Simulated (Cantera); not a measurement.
A perfectly stirred reactor is fed with H₂ : O₂ : N₂ = 3 : 1 : 9 (molar parts), equivalence ratio 1.5, at 100.0 Torr; it is held at 950 K, and followed from long to short residence time.

Detailed kinetics in Cantera: the H2/O2 subset of GRI-Mech 3.0, which has no nitrogen chemistry. Radical loss at walls, strong at low pressure, is not modelled. The temperature is held fixed by assumption; the heat of reaction is taken as removed at once.

### Question
Predict: x(H₂) at τ = 15.0 s; x(O₂) at τ = 15.0 s; x(H) at τ = 15.0 s; x(H₂O) at τ = 15.0 s; x(H₂) at τ = 61.0 ms; x(O₂) at τ = 61.0 ms; x(H) at τ = 61.0 ms; x(H₂O₂) at τ = 61.0 ms; x(H₂O) at τ = 61.0 ms.

### Answer
```json
{
  "x(H₂) at τ = 15.0 s": "0.0832",
  "x(O₂) at τ = 15.0 s": "0.000115",
  "x(H) at τ = 15.0 s": "0.000575",
  "x(H₂O) at τ = 15.0 s": "0.166",
  "x(H₂) at τ = 61.0 ms": "0.0826",
  "x(O₂) at τ = 61.0 ms": "0.00196",
  "x(H) at τ = 61.0 ms": "0.00832",
  "x(H₂O₂) at τ = 61.0 ms": "2.77e-9",
  "x(H₂O) at τ = 61.0 ms": "0.162"
}
```
